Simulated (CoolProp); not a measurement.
A simple Rankine cycle with R114: condensing at 329.15 K, boiler at 1.52 MPa, turbine inlet 391.7 K, turbine efficiency 0.65, pump efficiency 0.8, no recuperator. Each further row changes one setting.

Values from CoolProp's reference Helmholtz-energy equation of state, Platzer 1990. This equation is an older, rougher fit; its heat capacities, sound speeds and derivatives of the liquid may be far off and weren't checked against measurements.

| case | thermal efficiency (%) | net work (kJ/kg) | heat in (kJ/kg) | turbine exit temperature (K) | volume ratio over the turbine |
|---|---|---|---|---|---|
| as stated | 6.3 | 9.65 | 152 | 364.4 | 3.24 |
| turbine inlet 411.7 K | 6.3 | 10.7 | 170 | 386.1 | 3.13 |
| condensing temperature 321.15 K | 7.3 | 11.7 | 160 | 360.3 | 4.03 |
| boiler pressure 1.06 MPa | 4.4 | 7.01 | 158 | 375.7 | 2.11 |
| turbine efficiency 0.55 | 5.3 | 8.03 | 152 | 366.5 | 3.27 |
